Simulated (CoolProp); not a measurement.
Vapour-liquid equilibrium of R125 (1) + n-butane (2) at 253.6 K; x and y are mole fractions of (1).

Computed with CoolProp (multi-fluid Helmholtz-energy mixture model, Lemmon 2005 and Bücker 2006; pair parameters Bell 2016).

```
x     bubble pressure (bar)  y at the bubble point  dew pressure at overall composition x (bar)  liquid density (mol/L)
----  ---------------------  ---------------------  -------------------------------------------  ----------------------
0.05                  1.167                  0.612                                       0.4855                   10.71
0.2                   2.400                  0.823                                       0.5759                   10.79
0.35                  2.861                  0.860                                       0.7068                   10.87
0.5                   3.024                  0.873                                       0.9138                   10.96
0.65                  3.122                  0.883                                        1.289                   11.10
0.8                   3.248                  0.905                                        2.159                   11.29
0.95                  3.398                  0.963                                        3.378                   11.58
```

No azeotrope shows between x = 0.05 and 0.95.

The pair parameters rest on a limited set of measurements; away from them the model extrapolates. With so large a gap from Raoult's law the liquid may split in two, which this calculation doesn't test in full.
